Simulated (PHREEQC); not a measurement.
A made-up water analysis in mg/L, 25 °C, pH 6.3, pe 12:

```
constituent            mg/L
------------------  -------
Na                     1.38
K                   0.00174
Ca                    0.492
Mg                    0.226
Cl                     1.65
S(6) as SO4            1.75
Alkalinity as HCO3    0.635
Zn                  0.00213
Pb                   0.0555
```

Valence states are taken as typed.

The numbers come from PHREEQC with the ion-association model, wateq4f.dat.

No solid was allowed to form.

Task: Predict the charge-balance error.

Result: charge-balance error 5.3 %.

Task: In which forms is Pb present?

Result: Pb+2 93 %, PbOH+ 3.5 %, PbCO3 1.5 %, PbSO4 0.9 %, PbHCO3+ 0.8 % of the Pb.

Complexes and solids missing from the database can't appear.
